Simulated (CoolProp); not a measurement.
Saturation properties of ammonia (Tc = 132.4 °C, pc = 11.36 MPa, ω = 0.256).

Computed with CoolProp (reference Helmholtz-energy equation of state, Gao 2020).

| T (°C) | p (MPa) | vapour density (kg/m³) | surface tension (mN/m) | vapour viscosity (µPa s) |
|---|---|---|---|---|
| -62.45 | 0.01855 | 0.1820 | 40.7 | ? |
| -52.65 | 0.03478 | 0.3276 | 38.6 | ? |
| -42.75 | 0.06169 | 0.5598 | 36.3 | 7.78 |
| -32.85 | 0.1037 | 0.9096 | 34.0 | 8.07 |
| -22.95 | 0.1664 | ? | ? | 8.36 |
| -13.15 | 0.2552 | 2.116 | 29.4 | 8.66 |
| -3.25 | 0.3795 | 3.075 | 27.1 | 8.96 |
| 6.65 | 0.5468 | 4.351 | 24.7 | 9.26 |
| 16.55 | 0.7664 | 6.013 | 22.4 | 9.57 |
| 26.35 | 1.045 | 8.122 | 20.2 | 9.88 |
| 36.25 | ? | 10.82 | 17.9 | 10.2 |
| 46.15 | ? | 14.23 | 15.7 | 10.5 |
| 56.05 | 2.372 | 18.50 | 13.6 | 10.9 |
| 65.85 | 3.008 | 23.78 | 11.5 | 11.3 |
| 75.75 | ? | 30.49 | ? | 11.7 |

Q: What belongs in the gaps?

A: 
- -62.45, vapour viscosity (µPa s): 7.23
- -52.65, vapour viscosity (µPa s): 7.50
- -22.95, vapour density (kg/m³): 1.416
- -22.95, surface tension (mN/m): 31.7
- 36.25, p (MPa): 1.399
- 46.15, p (MPa): 1.837
- 75.75, p (MPa): 3.772
- 75.75, surface tension (mN/m): 9.45

It boils at -33.3 °C under 1 atm.

Viscosity comes from a separate model (Fenghour 1995). Surface tension comes from a separate correlation (Mulero 2012).
